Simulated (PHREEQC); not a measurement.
Synthetic water in mg/L, 20 °C, pH 8.59, pe 8.1:

```csv
constituent,mg/L
Na,4.23
K,1.33
Ca,10.3
Mg,6.86
Cl,8.58
S(6) as SO4,0.251
Alkalinity as HCO3,65.4
Cd,0.306
N(5) as NO3,0.335
Pb,1.66
```

Valence states are taken as typed.

Computed with PHREEQC (ion-association model, phreeqc.dat).

```json
{
 "ionic_strength": "0.00183 mol/kgw",
 "specific_conductance": "116 µS/cm",
 "charge_balance_error": "-0.3 %"
}
```

| species | molality | activity | log γ |
|---|---|---|---|
| HCO3- | 0.000994 | 0.000949 | -0.020 |
| Mg+2 | 0.000276 | 0.000230 | -0.080 |
| Ca+2 | 0.000250 | 0.000207 | -0.081 |
| Cl- | 0.000242 | 0.000231 | -0.021 |
| Na+ | 0.000184 | 0.000176 | -0.020 |
| K+ | 3.40e-5 | 3.24e-5 | -0.021 |
| CO3-2 | 1.87e-5 | 1.55e-5 | -0.081 |
| PbCO3 | 7.36e-6 | 7.37e-6 | 0.000 |
| CO2 | 5.87e-6 | 5.87e-6 | 0.000 |
| NO3- | 5.40e-6 | 5.15e-6 | -0.021 |
| CaCO3 | 4.94e-6 | 4.94e-6 | 0.000 |
| MgCO3 | 3.15e-6 | 3.15e-6 | 0.000 |
| OH- | 2.79e-6 | 2.66e-6 | -0.021 |
| MgHCO3+ | 2.62e-6 | 2.50e-6 | -0.021 |
| Cd+2 | 2.52e-6 | 2.09e-6 | -0.082 |
| SO4-2 | 2.44e-6 | 2.03e-6 | -0.081 |

No solid was allowed to form. The solution is supersaturated, for example in Otavite, Pb(OH)2, so a real one may precipitate; this is no full list. Species that the database lacks are ignored.
